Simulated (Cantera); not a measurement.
**Catalytic stagnation flow on Pt**

A jet of 2.19 % CH4, 15.6 % O2, 82.2 % N2, equivalence ratio 0.28 at 300 K and 0.197 atm hits a platinum plate 8.3 cm away at a mass flux of 0.054 kg/m²/s; the plate temperature is set and raised in steps from an oxygen-covered start.

Cantera simulation using Deutschmann's 1995 Pt surface mechanism with GRI-Mech 3.0 gas chemistry; the numbers are that mechanism's predictions, not measurements. Catalytic surfaces can have several steady states; this one follows from the mechanism file's or the stated starting coverage.

```csv
plate T (K),wall x CH4,wall x O2,wall x H2O,wall x OH,wall x CO,wall x CO2,θ free Pt,θ O*,θ OH*
950,0.00801,0.127,0.0257,6.92e-8,3.66e-6,0.0170,0.212,0.786,0.00159
1000,0.00540,0.121,0.0305,1.86e-7,3.31e-6,0.0201,0.275,0.723,0.00157
1050,0.00377,0.118,0.0334,4.43e-7,3.04e-6,0.0221,0.339,0.659,0.00147
1100,0.00254,0.115,0.0353,1.00e-6,4.01e-6,0.0231,0.403,0.596,0.00135
1150,0.00173,0.114,0.0367,2.02e-6,5.04e-6,0.0240,0.465,0.534,0.00121
1200,0.00111,0.113,0.0380,3.78e-6,6.37e-6,0.0247,0.525,0.474,0.00109
```
x: mole fraction at the wall; θ: surface coverage.
